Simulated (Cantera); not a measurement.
A closed system holds: 1 mol FeS, 0.12 mol H₂S, 2 mol N₂, held at 1398.15 K and 10.0 mbar.

These are equilibrium values from Cantera (NASA tables, ideal gas, pure condensed phases), not measurements of a reactor. Candidate condensed phases: Fe, FeS, FeS₂, S; 16 gas species. FeS: taken at fixed stoichiometry. Equilibrium is a limit: real reactors are often held back by kinetics, nucleation or transport.

Base state: N₂ 0.920, H₂ 0.0501, S₂ 0.0250, H₂S 0.00488, SH 0.000371, S 1.81e-5, H 1.06e-5 (mole fractions); condensed: FeS(s).

Q: What changes in the equilibrium state with this change: 0.37 mol CH₄ added?

A: 
```json
[
 {"species": "N₂", "before": "0.920", "after": "0.688"},
 {"species": "H₂", "before": "0.0501", "after": "0.287"},
 {"species": "CS₂", "before": "0", "after": "0.0135"},
 {"species": "S₂", "before": "0.0250", "after": "0.00246"},
 {"species": "CS", "before": "0", "after": "0.000226"},
 {"species": "HCN", "before": "0", "after": "0.000217"},
 {"species": "S", "before": "1.81e-5", "after": "5.68e-6"},
 {"species": "H", "before": "1.06e-5", "after": "2.54e-5"},
 {"species": "H₂S", "before": "0.00488", "after": "0.00877"},
 {"species": "FeS(s), mol", "before": "1.00", "after": "1.000"},
 {"species": "C(graphite), mol", "before": "0", "after": "0.329"}
]
```
Further candidate phases: C, C₆H₆, C₇H₈, C₈H₁₈.
